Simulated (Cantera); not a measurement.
**Low-pressure radical oxidation in H2/O2**

A perfectly stirred reactor is fed with H2 : O2 = 0.013 : 1 (molar parts), at 20.0 Torr; it is held at 1450 K, and followed from long to short residence time.

Detailed kinetics in Cantera: the H2/O2 subset of GRI-Mech 3.0, which has no nitrogen chemistry. Radical loss at walls, strong at low pressure, is not modelled.

```
τ (s)       x H2   x O2   x H2O    x HO2   x H2O2       x O       x H
------  --------  -----  ------  -------  -------  --------  --------
15       4.27e-6  0.987  0.0127  1.12e-7  3.69e-9  0.000375   2.69e-6
4.1      9.41e-6  0.986  0.0126  1.95e-7  6.20e-9  0.000867   9.43e-6
1.1      2.04e-5  0.985  0.0125  3.29e-7  9.69e-9   0.00194   3.16e-5
0.31     4.14e-5  0.983  0.0122  5.00e-7  1.36e-8   0.00387   8.89e-5
0.087    8.17e-5  0.980  0.0119  6.79e-7  1.73e-8   0.00658  0.000199
0.024   0.000173  0.977  0.0116  8.22e-7  2.05e-8   0.00894  0.000329
0.0067  0.000435  0.976  0.0111  9.44e-7  2.46e-8   0.00984  0.000434
0.0019   0.00125  0.976  0.0100  1.09e-6  3.17e-8   0.00922  0.000527
```
x: mole fraction; the columns are a selection and need not sum to one.
